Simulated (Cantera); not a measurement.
# Ignition delay

Mixture: CH₄ : C₂H₆ : C₃H₈ : O₂ : N₂ = 1 : 0.065 : 0.053 : 3.89 : 14.6 (molar parts), at 1000000 Pa, adiabatic and at constant volume. Ignition delay is the time to a rise of 400 K.

Computed with Cantera and GRI-Mech 3.0 (53 species, 325 reactions).

```
T0 (K)  delay (ms)
------  ----------
1000          24.4
1075          6.82
1150          2.29
1225         0.856
1300         0.342
1375         0.145
1450        0.0659
1525        0.0323
1600        0.0172
```

```yaml
apparent activation energy between 1450 and 1600 K: 170 kJ/mol
```
